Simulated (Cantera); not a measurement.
An isothermal, constant-pressure homogeneous reactor starts with 25.4 % H2, 74.6 % O2, equivalence ratio 0.17, at 923 K and 6.68 Torr.

Detailed kinetics in Cantera: the H2/O2 subset of GRI-Mech 3.0, which has no nitrogen chemistry. Radical loss at walls, strong at low pressure, is not modelled. Below about 950 K walls govern HO2 and H2O2 in real vessels. The temperature is held fixed by assumption; the heat of reaction is taken as removed at once.

x: mole fraction; the columns are a selection and need not sum to one.

```json
[
 {"t (s)": "0.000700", "x H2": "0.254", "x O2": "0.746", "x H2O": "1.15e-10", "x HO2": "8.96e-11", "x OH": "1.58e-11", "x O": "4.75e-11", "x H2O2": "<1e-12"},
 {"t (s)": "0.00157", "x H2": "0.254", "x O2": "0.746", "x H2O": "1.70e-9", "x HO2": "2.24e-10", "x OH": "1.52e-10", "x O": "4.83e-10", "x H2O2": "<1e-12"},
 {"t (s)": "0.00351", "x H2": "0.254", "x O2": "0.746", "x H2O": "1.94e-7", "x HO2": "(withheld)", "x OH": "1.56e-8", "x O": "4.97e-8", "x H2O2": "1.31e-12"},
 {"t (s)": "0.00787", "x H2": "0.246", "x O2": "0.743", "x H2O": "0.00550", "x HO2": "(withheld)", "x OH": "0.000421", "x O": "0.00134", "x H2O2": "1.16e-8"},
 {"t (s)": "0.0176", "x H2": "0.0111", "x O2": "0.684", "x H2O": "0.245", "x HO2": "(withheld)", "x OH": "0.00348", "x O": "0.0162", "x H2O2": "3.29e-7"},
 {"t (s)": "0.0395", "x H2": "0.00164", "x O2": "0.707", "x H2O": "0.287", "x HO2": "(withheld)", "x OH": "0.000892", "x O": "0.00203", "x H2O2": "4.30e-7"},
 {"t (s)": "0.0886", "x H2": "0.000271", "x O2": "0.709", "x H2O": "0.290", "x HO2": "(withheld)", "x OH": "0.000245", "x O": "0.000243", "x H2O2": "3.03e-7"},
 {"t (s)": "0.198", "x H2": "5.51e-5", "x O2": "0.709", "x H2O": "0.290", "x HO2": "(withheld)", "x OH": "0.000103", "x O": "4.38e-5", "x H2O2": "1.75e-7"},
 {"t (s)": "0.445", "x H2": "1.09e-5", "x O2": "0.709", "x H2O": "0.291", "x HO2": "(withheld)", "x OH": "4.98e-5", "x O": "9.79e-6", "x H2O2": "9.04e-8"},
 {"t (s)": "0.996", "x H2": "2.00e-6", "x O2": "0.709", "x H2O": "0.291", "x HO2": "(withheld)", "x OH": "2.58e-5", "x O": "2.54e-6", "x H2O2": "4.54e-8"},
 {"t (s)": "2.23", "x H2": "3.71e-7", "x O2": "0.709", "x H2O": "0.291", "x HO2": "(withheld)", "x OH": "1.42e-5", "x O": "7.63e-7", "x H2O2": "2.29e-8"},
 {"t (s)": "5.00", "x H2": "8.63e-8", "x O2": "0.709", "x H2O": "0.291", "x HO2": "(withheld)", "x OH": "8.29e-6", "x O": "2.62e-7", "x H2O2": "1.19e-8"}
]
```

Task: Some entries are withheld; supply them.

Result: 
- 0.00351, x HO2: 3.59e-9
- 0.00787, x HO2: 4.99e-6
- 0.0176, x HO2: 1.55e-5
- 0.0395, x HO2: 1.30e-5
- 0.0886, x HO2: 5.54e-6
- 0.198, x HO2: 1.80e-6
- 0.445, x HO2: 5.17e-7
- 0.996, x HO2: 1.47e-7
- 2.23, x HO2: 4.58e-8
- 5.00, x HO2: 1.62e-8
